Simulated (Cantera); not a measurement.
A closed system holds: 1 mol n-butane, 80 mol H2, 0.44 mol O2, held at 0.0133 bar.

Equilibrium computed with Cantera from the NASA thermochemical tables; the gas is ideal and each condensed phase is pure. Candidate condensed phases: C, C6H6, C7H8, C8H18, H2O; 110 gas species. Equilibrium is a limit: real reactors are often held back by kinetics, nucleation or transport.

x: gas mole fraction; n: condensed amount in mol.

```
T (°C)   x H2      x H  x C2H2 (acetylene)     x CO  n C(graphite)
------  -----  -------  ------------------  -------  -------------
1575    0.985  0.00456            0.000254   0.0102           3.08
1675    0.980  0.00969            0.000528   0.0102           3.03
1775    0.970   0.0191             0.00102   0.0101           2.94
1875    0.953   0.0352             0.00182   0.0101           2.80
1975    0.926   0.0612             0.00307  0.00993     (withheld)
2075    0.885    0.101             0.00484  0.00973     (withheld)
2175    0.827    0.157             0.00715  0.00944     (withheld)
2275    0.749    0.232             0.00988  0.00906     (withheld)
2375    0.652    0.325              0.0127  0.00857     (withheld)
2475    0.544    0.434              0.0115  0.00801     (withheld)
```

### Question
Some entries are withheld; supply them.

### Answer

- 1975, n C(graphite): 2.57
- 2075, n C(graphite): 2.23
- 2175, n C(graphite): 1.75
- 2275, n C(graphite): 1.10
- 2375, n C(graphite): 0.221
- 2475, n C(graphite): 0
